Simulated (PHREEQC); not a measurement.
Synthetic water in mg/kgw, 25 °C, pH 5.82, pe 1.1: Na 1.65; K 0.64; Ca 7.65; Mg 0.165; Cl 8.23; S(6) as SO4 5.2; Alkalinity as HCO3 7.77; Si as SiO2 0.0994; Fe(2) 0.00932; B 0.00154.

Valence states are taken as typed.

Equilibrium calculation in PHREEQC: ion-association model, phreeqc.dat.

Each row changes one thing in this solution. No solid was allowed to form.

| case | CO2 (mol/kgw) | CaSO4 (mol/kgw) | CaHCO3+ (mol/kgw) | MgSO4 (mol/kgw) | HSO4- (mol/kgw) | KSO4- (mol/kgw) | SI of Quartz (SiO2) |
|---|---|---|---|---|---|---|---|
| as made | 0.000425 | 1.39e-6 | 2.75e-7 | 6.51e-8 | 7.08e-9 | 5.36e-9 | -1.80 |
| pH from 5.82 to 6.82 at the same alkalinity | (withheld) | 1.39e-6 | 2.72e-7 | 6.51e-8 | 7.08e-10 | 5.36e-9 | -1.80 |
| Fe(2) from 0.00932 to 0.0186 mg/kgw | 0.000425 | 1.39e-6 | 2.75e-7 | 6.51e-8 | 7.08e-9 | 5.36e-9 | -1.80 |
| temperature from 25 to 5 °C at the same typed pH | 0.000621 | 1.20e-6 | 1.73e-7 | (withheld) | (withheld) | 3.72e-9 | (withheld) |
| pH from 5.82 to 5.5 at the same alkalinity | 0.000899 | 1.39e-6 | 2.79e-7 | 6.51e-8 | (withheld) | 5.36e-9 | -1.80 |

What belongs in the gaps?


- pH from 5.82 to 6.82 at the same alkalinity, CO2 (mol/kgw): 4.19e-5
- temperature from 25 to 5 °C at the same typed pH, MgSO4 (mol/kgw): 3.80e-8
- temperature from 25 to 5 °C at the same typed pH, HSO4- (mol/kgw): 4.79e-9
- temperature from 25 to 5 °C at the same typed pH, SI of Quartz (SiO2): -1.49
- pH from 5.82 to 5.5 at the same alkalinity, HSO4- (mol/kgw): 1.48e-8

Away from 25 °C the constants follow the database's enthalpies or fits; those with neither stay at their 25 °C values.
